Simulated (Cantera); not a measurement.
Charge: 1 mol SiHCl3, 0.032 mol HCl, a varied amount of H2, at 1023.15 K and 0.690 bar.

These are equilibrium values from Cantera (NASA tables, ideal gas, pure condensed phases), not measurements of a reactor. Candidate condensed phases: Si; 19 gas species. The tables' values for SiCl3 are old estimates; treat these amounts as uncertain. Kinetics and transport are ignored.

log p: log10 of the partial pressure in bar; n: condensed amount in mol.

```
n(H2) (mol)  log p H2  log p SiCl4  log p SiHCl3  log p HCl  log p SiH2Cl2  log p SiCl3  n Si(s)
-----------  --------  -----------  ------------  ---------  -------------  -----------  -------
4.5             -0.24        -1.20         -1.50      -2.00          -2.77        -3.02    0.187
7.3             -0.21        -1.39         -1.64      -2.04          -2.84        -3.17    0.187
12              -0.19        -1.61         -1.79      -2.08          -2.93        -3.33    0.189
19              -0.18        -1.83         -1.95      -2.13          -3.03        -3.49    0.195
32              -0.18        -2.09         -2.14      -2.19          -3.15        -3.69    0.209
52              -0.17        -2.34         -2.33      -2.26          -3.27        -3.88        …
84              -0.17        -2.61         -2.53      -2.32          -3.41        -4.08        …
140             -0.17        -2.92         -2.76      -2.40          -3.56        -4.31        …
```

### Question
What belongs in the gaps?

### Answer

- 52, n Si(s): 0.232
- 84, n Si(s): 0.267
- 140, n Si(s): 0.322
